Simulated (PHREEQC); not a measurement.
Make-up at 35 °C: 0.065 mol CuSO4 and 0.00011 mol Na2SO4 per kg of water. Closed to the air; pH follows from the charge balance.

Equilibrium calculation in PHREEQC: ion-association model, wateq4f.dat.

| quantity | before | after |
|---|---|---|
| pH | 4.48 | 4.11 |
| ionic strength (mol/kgw) | 0.140 | 0.140 |
| SO4-2 (mol/kgw) | 0.0350 | 0.0349 |
| HSO4- (mol/kgw) | 6.15e-5 | 0.000144 |

**Question.** Name the change that produced these shifts.
(A) CuSO4 left out
(B) Na2SO4 replaced by H2SO4 at the same molality
(C) Na2SO4 from 0.00011 to 0.00022 mol/kgw
(D) diluted 10-fold with water
(E) Na2SO4 left out

**Answer.** B, Na2SO4 replaced by H2SO4 at the same molality

This is a speciation only: nothing precipitates in the calculation.
